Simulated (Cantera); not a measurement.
A perfectly stirred reactor is fed with CH4 : C2H6 : C3H8 : O2 : N2 = 1 : 0.32 : 0.81 : 4.78 : 43 (molar parts), equivalence ratio 1.5, at 0.990 bar; it is adiabatic with a 725 K inlet, and is followed from long to short residence time, starting on the burning branch (τ in s: 0.4, 0.16, 0.064, 0.026, 0.01, 0.0041, 0.0017, 0.00066, 0.00026, 0.00011, 4.2e-05, 1.7e-05, 6.8e-06).

Computed with Cantera and GRI-Mech 3.0 (53 species, 325 reactions). GRI-Mech 3.0 was tuned for natural gas; its chemistry of propane as a main component is partial and can be far from experiment.

Predict: blow-out, bracketed by the residence times tried; x(CH4) at τ = 0.400 s; x(C2H6) at τ = 0.400 s; x(C3H8) at τ = 0.400 s; x(O2) at τ = 0.400 s; x(CH3) at τ = 0.400 s; x(CH4) at τ = 1.70 ms; x(C2H6) at τ = 1.70 ms; x(C3H8) at τ = 1.70 ms; x(O2) at τ = 1.70 ms.


```json
{
 "blow_out_bracketed_by_the_residence_times_tried": "burning at 10.0 ms, out at 4.10 ms",
 "x(CH4) at τ = 0.400 s": "0.00223",
 "x(C2H6) at τ = 0.400 s": "8.54e-6",
 "x(C3H8) at τ = 0.400 s": "1.59e-6",
 "x(O2) at τ = 0.400 s": "0.000521",
 "x(CH3) at τ = 0.400 s": "8.07e-5",
 "x(CH4) at τ = 1.70 ms": "0.0200",
 "x(C2H6) at τ = 1.70 ms": "0.00641",
 "x(C3H8) at τ = 1.70 ms": "0.0162",
 "x(O2) at τ = 1.70 ms": "0.0958"
}
```
